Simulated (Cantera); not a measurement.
A diamond (100) surface in a fixed gas of H2 with x(CH4) = 0.011, x(H) = 0.00023, x(CH3) = 5.4e-05, at 975 K; coverages are run to steady state.

Model: the Harris–Goodwin 1993 mechanism for the reconstructed diamond (100) surface, integrated in Cantera.

θ: site fractions in the mechanism's names (c6HH fully hydrogenated, c6H* and c6*H radical sites, c6** diradical, c6HM methylated).

```csv
P (Pa),growth (µm/h),θ c6HH,θ c6H*,θ c6*H,θ c6**,θ c6HM
450,___,0.614,0.0153,0.336,0.00582,0.0211
770,___,0.605,0.0150,0.331,0.00573,0.0317
1300,___,0.594,0.0148,0.325,0.00563,0.0446
2300,___,0.582,0.0144,0.318,0.00550,0.0601
4000,___,0.570,0.0141,0.311,0.00539,0.0742
6900,___,0.560,0.0139,0.306,0.00529,0.0857
12000,___,0.553,0.0137,0.302,0.00522,0.0942
21000,___,0.548,0.0136,0.299,0.00518,0.100
```

### Question
What belongs in the gaps?

### Answer

- 450, growth (µm/h): 0.0182
- 770, growth (µm/h): 0.0455
- 1300, growth (µm/h): 0.106
- 2300, growth (µm/h): 0.250
- 4000, growth (µm/h): 0.533
- 6900, growth (µm/h): 1.06
- 12000, growth (µm/h): 2.02
- 21000, growth (µm/h): 3.75
